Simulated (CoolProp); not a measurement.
Vapour-liquid equilibrium of methanol (1) + water (2) at 0.256 MPa; x and y are mole fractions of (1).

Values from CoolProp's multi-fluid Helmholtz-energy mixture model, de Reuck 1993 and Wagner 2002; pair parameters Bell 2016.

```
x      bubble temperature, mixture model (K)  bubble temperature, Raoult's law (K)  y, mixture model  y, Raoult's law
-----  -------------------------------------  ------------------------------------  ----------------  ---------------
0.05                                   396.3                                 398.0             0.176            0.143
0.125                                  390.4                                 393.4             0.359            0.315
0.2                                    385.8                                 389.4             0.488            0.450
0.275                                  382.0                                 385.8             0.582            0.557
0.35                                   378.9                                 382.5             0.655            0.644
0.425                                  376.3                                 379.5             0.713            0.715
0.5                                    374.0                                 376.8             0.762            0.775
0.575                                  372.0                                 374.3             0.804            0.824
0.65                                   370.2                                 372.0             0.842            0.867
0.725                                  368.5                                 369.9             0.878            0.903
0.8                                    367.0                                 367.9             0.912            0.935
0.875                                  365.5                                 366.0             0.945            0.962
0.95                                   364.1                                 364.3             0.978            0.986
```

The largest gap from Raoult's law is -3.8 K in bubble temperature, at x = 0.275. No azeotrope shows between x = 0.05 and 0.95.

Pair parameters are fitted to limited data, so mixtures are less certain than the pure fluids.
